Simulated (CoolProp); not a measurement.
A simple Rankine cycle with fluoroethane (R161): condensing at 307.15 K, boiler at 2.82 MPa, turbine inlet 385.5 K, turbine efficiency 0.9, pump efficiency 0.7, no recuperator. Each further row changes one setting.

Values from CoolProp's reference Helmholtz-energy equation of state, Wu 2012.

```tsv
case	thermal efficiency (%)	net work (kJ/kg)	heat in (kJ/kg)	turbine exit temperature (K)	volume ratio over the turbine
as stated	…	37.7	416	…	…
turbine inlet 405.5 K	9.2	…	454	362.2	2.32
condensing temperature 299.15 K	10.8	…	434	331.1	2.86
boiler pressure 1.97 MPa	5.7	24.8	435	360.6	1.64
turbine efficiency 0.8	8.0	33.1	416	343.7	…
```

Problem. Some entries are withheld; supply them.

Solution. 
- as stated, thermal efficiency (%): 9.1
- as stated, turbine exit temperature (K): 340.9
- as stated, volume ratio over the turbine: 2.35
- turbine inlet 405.5 K, net work (kJ/kg): 41.8
- condensing temperature 299.15 K, net work (kJ/kg): 46.9
- turbine efficiency 0.8, volume ratio over the turbine: 2.38
